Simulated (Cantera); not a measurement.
A closed system holds: 1 mol HMDSO, 9.5 mol CO₂, 0.19 mol H₂, 0.63 mol O₂, equilibrated at 2100 K.

Equilibrium computed with Cantera from the NASA thermochemical tables; the gas is ideal and each condensed phase is pure. Candidate condensed phases: C, C₆H₆, C₇H₈, C₈H₁₈, H₂O, Si, SiC, SiO₂; 123 gas species. The feed counts by its element totals alone. The tables hold silica as quartz up to 1696 K and as liquid above; real silica turns to tridymite and cristobalite and melts near 1996 K. Gases not in the tables: Si(OH)₄. The numbers say what is thermodynamically allowed, not how fast it happens.

### Question
Which condensed phases are stable at each of these points (P (Pa)): 5, 21, 85, 350, 1400, 5900, 24000, 100000?

### Answer
| P (Pa) | condensed phases | Si condensed (%) |
|---|---|---|
| 5 | gas only | 0.0 |
| 21 | gas only | 0.0 |
| 85 | gas only | 0.0 |
| 350 | gas only | 0.0 |
| 1400 | SiO₂(l) | 15.9 |
| 5900 | SiO₂(l) | 69.8 |
| 24000 | SiO₂(l) | 90.9 |
| 100000 | SiO₂(l) | 97.6 |

From 0.0375 Torr to 2.63 Torr nothing is condensed. From 10.5 Torr to 750 Torr the condensed part is SiO₂(l).
